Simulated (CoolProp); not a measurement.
Computed with CoolProp (reference Helmholtz-energy equation of state, Lemmon 2013).

Give the vapour pressure (bar), liquid density (kg/m³), vapour density (kg/m³) of saturated propylene at 297, 329.6 K.


```csv
T (K),p (bar),liquid density (kg/m³),vapour density (kg/m³)
297,11.2,508,23.7
329.6,23.5,443,53.9
```
